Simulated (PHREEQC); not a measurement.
A solution holds 4.8 mol/kgw MgCl2 and 0.19 mol/kgw K2SO4, at 75 °C. It is in equilibrium with CO2 at log p = -3.5 (atm). Otherwise closed; pH follows from the charge balance.

All values are PHREEQC results (Pitzer model, pitzer.dat), not measurements.

No solid was allowed to form.

What pH does the model give?

pH 2.99.

In which forms is C present?

CO2 86 %, HCO3- 14 % of the C.

Species that the database lacks are ignored. In brines, pH and single-ion activities rest on the MacInnes convention. Constants without temperature data keep their 25 °C values here.
